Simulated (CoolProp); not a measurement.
Saturation properties of R1224YDZ (Tc = 428.7 K, pc = 3.334 MPa, ω = 0.325).

Values from CoolProp's reference Helmholtz-energy equation of state, Akasaka 2023.

```
T (K)  p (MPa)  liquid density (kg/m³)  vapour density (kg/m³)  enthalpy of vaporisation (kJ/kg)  liquid cp (kJ/(kg K))
-----  -------  ----------------------  ----------------------  --------------------------------  ---------------------
306.5   0.1965                    1337                   12.38                             160.3                  1.167
312.9   0.2418                    1318                   15.10                             156.9                  1.182
319.3   0.2948                    1299                   18.28                             153.5                  1.197
325.7   0.3562                    1280                   21.96                             149.9                  1.213
332     0.4256                    1260                   26.15                             146.3                  1.230
338.4   0.5060                    1240                   31.06                             142.4                  1.249
344.8   0.5974                    1218                   36.70                             138.4                  1.269
351.2   0.7007                    1196                   43.18                             134.1                  1.290
357.6   0.8168                    1173                   50.63                             129.7                  1.314
364     0.9466                    1148                   59.20                             124.9                  1.341
370.4    1.091                    1123                   69.10                             119.8                  1.371
376.8    1.252                    1096                   80.57                             114.4                  1.405
383.1    1.427                    1067                   93.73                             108.7                  1.445
389.5    1.623                    1036                   109.5                             102.3                  1.494
395.9    1.839                    1003                   128.3                             95.21                  1.557
```

It boils at 288.0 K under 1 atm.
